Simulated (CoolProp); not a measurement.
Vapour-liquid equilibrium of carbonyl sulfide (1) + propane (2) at 47.2 kPa; x and y are mole fractions of (1).

Model: multi-fluid Helmholtz-energy mixture model, Lemmon 2006 and Lemmon 2009; pair parameters Bell 2016, in CoolProp.

| x | bubble temperature, mixture model (K) | bubble temperature, Raoult's law (K) | y, mixture model | y, Raoult's law |
|---|---|---|---|---|
| 0.05 | 214.4 | 214.6 | 0.082 | 0.072 |
| 0.2 | 212.8 | 213.4 | 0.280 | 0.269 |
| 0.35 | 211.6 | 212.2 | 0.440 | 0.442 |
| 0.5 | 210.6 | 211.0 | 0.583 | 0.596 |
| 0.65 | 209.8 | 210.0 | 0.719 | 0.733 |
| 0.8 | 208.9 | 209.0 | 0.847 | 0.855 |
| 0.95 | 208.1 | 208.1 | 0.964 | 0.966 |

The largest gap from Raoult's law is -0.6 K in bubble temperature, at x = 0.2. No azeotrope shows between x = 0.05 and 0.95.

Pair parameters are fitted to limited data, so mixtures are less certain than the pure fluids.
